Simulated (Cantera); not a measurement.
A perfectly stirred reactor is fed with C₃H₈ : O₂ : N₂ : CO₂ = 1 : 5 : 18.8 : 2.2 (molar parts), equivalence ratio 1.0, at 1.01 bar; it is adiabatic with a 700 K inlet, and is followed from long to short residence time, starting on the burning branch (τ in s: 0.35, 0.11, 0.037, 0.012, 0.0039, 0.0013, 0.00042, 0.00014, 4.4e-05).

Model: GRI-Mech 3.0 (53 species, 325 reactions), integrated in Cantera. GRI-Mech 3.0 was tuned for natural gas; its chemistry of propane as a main component is partial and can be far from experiment.

One state of this run: T (K) = 2158; x C₃H₈ = 2.49e-6; x O₂ = 0.0187; x CO₂ = 0.145; x CH₂CO = 2.78e-6; x H₂O = 0.128. x: mole fraction; the columns are a selection and need not sum to one.

Question: Which value of τ (s) does it belong to?
A. 0.0039
B. 0.00042
C. 4.4e-5
D. 0.012

Answer: A, 0.0039
